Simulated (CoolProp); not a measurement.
Vapour-liquid equilibrium of CH2F2 (R32) (1) + R1234ze(E) (2) at 254.3 K; x and y are mole fractions of (1).

Computed with CoolProp (multi-fluid Helmholtz-energy mixture model, Tillner-Roth 1997 and Thol 2016; pair parameters Bell 2023).

```csv
x,"bubble pressure, mixture model (kPa)","bubble pressure, Raoult's law (kPa)","y, mixture model","y, Raoult's law"
0.05,122.4,118.0,0.202,0.180
0.15,161.9,150.1,0.450,0.423
0.25,198.8,182.3,0.595,0.581
0.35,232.8,214.5,0.692,0.691
0.45,264.2,246.7,0.762,0.773
0.55,[?],278.9,[?],0.836
0.65,322.1,311.0,0.863,0.885
0.75,[?],343.2,[?],0.926
0.85,378.9,375.4,0.944,0.959
0.95,408.5,407.6,0.982,0.988
```

Problem. What belongs in the gaps?

Solution. 
- 0.55, bubble pressure, mixture model (kPa): 293.7
- 0.55, y, mixture model: 0.817
- 0.75, bubble pressure, mixture model (kPa): 350.2
- 0.75, y, mixture model: 0.905

The largest gap from Raoult's law is +9.1 % in bubble pressure, at x = 0.25. No azeotrope shows between x = 0.05 and 0.95.

Pair parameters are fitted to limited data, so mixtures are less certain than the pure fluids.
